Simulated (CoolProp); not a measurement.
Saturation properties of methane (Tc = -82.6 °C, pc = 4.599 MPa, ω = 0.011).

Model: reference Helmholtz-energy equation of state, Setzmann 1991, in CoolProp.

| T (°C) | p (MPa) | vapour density (kg/m³) | enthalpy of vaporisation (kJ/kg) | liquid cp (kJ/(kg K)) | liquid viscosity (µPa s) | vapour viscosity (µPa s) |
|---|---|---|---|---|---|---|
| -144.15 | 0.3458 | 5.651 | 474.5 | 3.645 | 82.7 | 4.95 |
| -141.45 | 0.4062 | 6.574 | 467.8 | 3.680 | 78.8 | 5.06 |
| -138.75 | 0.4742 | 7.609 | 460.8 | 3.719 | 75.1 | 5.17 |
| -136.05 | 0.5501 | 8.764 | 453.5 | 3.762 | 71.6 | 5.29 |
| -133.35 | 0.6346 | 10.05 | 445.7 | 3.809 | 68.3 | 5.40 |
| -130.65 | 0.7281 | 11.48 | 437.6 | 3.862 | 65.2 | 5.52 |
| -127.95 | 0.8312 | 13.07 | 429.0 | 3.922 | 62.3 | 5.65 |
| -125.25 | 0.9445 | 14.83 | 420.0 | 3.989 | 59.5 | 5.78 |
| -122.55 | 1.068 | 16.78 | 410.4 | 4.065 | 56.8 | 5.92 |
| -119.85 | 1.204 | 18.94 | 400.3 | 4.153 | 54.2 | 6.07 |
| -117.15 | 1.351 | 21.34 | 389.5 | 4.254 | 51.7 | 6.22 |
| -114.45 | 1.511 | 24.00 | 378.1 | 4.371 | 49.2 | 6.39 |
| -111.75 | 1.683 | 26.96 | 365.8 | 4.510 | 46.9 | 6.57 |
| -109.05 | 1.870 | 30.26 | 352.7 | 4.677 | 44.5 | 6.78 |

It boils at -161.5 °C under 1 atm.

Viscosity comes from a separate model (Quiñones-Cisneros 2006).
